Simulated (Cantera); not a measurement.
A closed system holds: 1 mol SiC, a varied amount of CO₂, 11 mol H₂, held at 1025 °C and 743 Torr.

Cantera equilibrium calculation (NASA polynomials, part measured and part estimated; ideal gas, pure solids and liquids). Candidate condensed phases: C, C₆H₆, C₇H₈, C₈H₁₈, H₂O, Si, SiC, SiO₂; 123 gas species. Mutual solubility and eutectic melting of coexisting phases are not modelled. The tables hold silica as quartz up to 1696 K and as liquid above; real silica turns to tridymite and cristobalite and melts near 1996 K. The numbers say what is thermodynamically allowed, not how fast it happens.

Problem. At 0.093 mol CO₂, list the 3 most abundant gas species with their mole fractions, and the condensed phases.

Solution. H₂ 0.992, CH₄ 0.00775, CO 0.000541. Condensed: C(graphite) + SiC(s) + SiO₂(β-quartz).
